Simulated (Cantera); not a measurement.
Cantera run, input and output.

```python
import numpy as np
import cantera as ct

gas = ct.Solution("gri30.yaml")
gas.TPX = 1673, 26000, {'C3H8': 1, 'O2': 2.17, 'N2': 8.17}
reactor = ct.IdealGasReactor(gas, energy="on", clone=False)
net = ct.ReactorNet([reactor])
net.rtol, net.atol = 1e-08, 1e-16
show = ['C3H8', 'O2', 'CO2', 'H', 'CH4', 'C2H2', 'OH']
times = np.geomspace(7e-06, 0.3, 13)

steps = ct.SolutionArray(gas, extra=["t"])
rows = []
print(f"{'t/s':>10s}{'T/K':>9s}{'P/Pa':>11s}" + "".join(f"{s:>11s}" for s in show))
for t in times:
    while net.time < t:
        t_next = net.step()
        steps.append(gas.state, t=t_next)
    rows.append([np.interp(t, steps.t, y) for y in (steps.T, steps.P, *steps(*show).X.T)])
    print(f"{t:10.3e}{rows[-1][0]:9.1f}{rows[-1][1]:11.4g}" + "".join(f"{x:11.3e}" for x in rows[-1][2:]))
rate = np.gradient(steps.T, steps.t)
print("integrator steps:", len(steps.t))
if steps.T.max() > steps.T[0] + 200:
    print(f"time of steepest temperature rise: {steps.t[rate.argmax()]:.4e} s")
gas.TPX = 1673, 26000, {'C3H8': 1, 'O2': 2.17, 'N2': 8.17}
gas.equilibrate("UV")
print(f"equilibrium (UV): T = {gas.T:.1f} K  " + "  ".join(f"{s} {gas[s].X[0]:.3e}" for s in show))
```

Result:

```
       t/s      T/K       P/Pa       C3H8         O2        CO2          H        CH4       C2H2         OH
 7.000e-06   1634.1  2.562e+04  8.057e-02  1.887e-01  1.204e-05  1.091e-04  2.108e-04  4.479e-06  9.348e-05
 1.703e-05   1609.9  2.563e+04  6.756e-02  1.823e-01  1.256e-04  1.826e-04  1.335e-03  7.074e-05  1.487e-04
 4.141e-05   1655.1  2.763e+04  3.243e-02  1.563e-01  7.436e-04  4.980e-04  7.499e-03  1.095e-03  3.552e-04
 1.007e-04   2917.4  5.993e+04  7.206e-11  3.861e-05  1.325e-02  1.327e-02  7.942e-04  7.755e-03  2.396e-03
 2.450e-04   2875.6  6.042e+04  1.528e-17  2.476e-05  1.079e-02  1.853e-02  5.148e-06  2.136e-05  2.320e-03
 5.958e-04   2794.0  5.905e+04  5.564e-33  5.416e-05  1.093e-02  2.787e-02  3.483e-11  4.268e-13  3.220e-03
 1.449e-03   2742.1  5.816e+04  4.927e-35  8.006e-05  1.113e-02  3.401e-02  6.940e-12  6.814e-14  3.760e-03
 3.525e-03   2734.3  5.803e+04  2.910e-35  8.530e-05  1.117e-02  3.506e-02  5.768e-12  5.531e-14  3.856e-03
 8.573e-03   2734.5  5.803e+04  2.858e-35  8.563e-05  1.118e-02  3.509e-02  5.730e-12  5.493e-14  3.863e-03
 2.085e-02   2734.5  5.803e+04  2.856e-35  8.565e-05  1.118e-02  3.509e-02  5.728e-12  5.491e-14  3.863e-03
 5.071e-02   2734.5  5.803e+04  2.856e-35  8.565e-05  1.118e-02  3.509e-02  5.728e-12  5.491e-14  3.863e-03
 1.233e-01   2734.5  5.803e+04  2.856e-35  8.565e-05  1.118e-02  3.509e-02  5.728e-12  5.491e-14  3.863e-03
 3.000e-01   2734.5  5.803e+04  2.856e-35  8.565e-05  1.118e-02  3.509e-02  5.728e-12  5.491e-14  3.863e-03
integrator steps: 1736
time of steepest temperature rise: 7.3161e-05 s
equilibrium (UV): T = 2734.5 K  C3H8 3.724e-35  O2 8.565e-05  CO2 1.118e-02  H 3.509e-02  CH4 6.313e-12  C2H2 5.836e-14  OH 3.863e-03
```

Cantera simulation using GRI-Mech 3.0 (53 species, 325 reactions); the numbers are that mechanism's predictions, not measurements. GRI-Mech 3.0 was tuned for natural gas; its chemistry of propane as a main component is partial and can be far from experiment.
